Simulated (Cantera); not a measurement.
A perfectly stirred reactor is fed with CO : O₂ : H₂O : N₂ = 0.0084 : 0.019 : 0.016 : 1 (molar parts), at 9.87 atm; it is held at 1025 K, and followed from long to short residence time.

Detailed kinetics in Cantera: GRI-Mech 3.0 (53 species, 325 reactions).

x: mole fraction; the columns are a selection and need not sum to one.

```
τ (s)      x CO    x O₂   x H₂O      x NO       x H
------  -------  ------  ------  --------  --------
1.3         ___  0.0160  0.0154  2.06e-11   1.79e-9
0.68        ___  0.0166  0.0154  1.11e-11   2.42e-9
0.35        ___  0.0171  0.0153  4.89e-12   3.00e-9
0.19        ___  0.0175  0.0153  1.99e-12   3.36e-9
0.097   0.00727  0.0178  0.0153    <1e-12   3.50e-9
0.051   0.00765  0.0180  0.0153    <1e-12   3.35e-9
0.027   0.00786  0.0181  0.0153    <1e-12   2.85e-9
0.014   0.00798  0.0182  0.0153    <1e-12   1.90e-9
0.0073  0.00804  0.0182  0.0153    <1e-12  5.74e-10
0.0038  0.00805  0.0182  0.0153    <1e-12  4.28e-11
```

Task: Complete the blanks.

Result: 
- 1.3, x CO: 0.00361
- 0.68, x CO: 0.00472
- 0.35, x CO: 0.00581
- 0.19, x CO: 0.00663
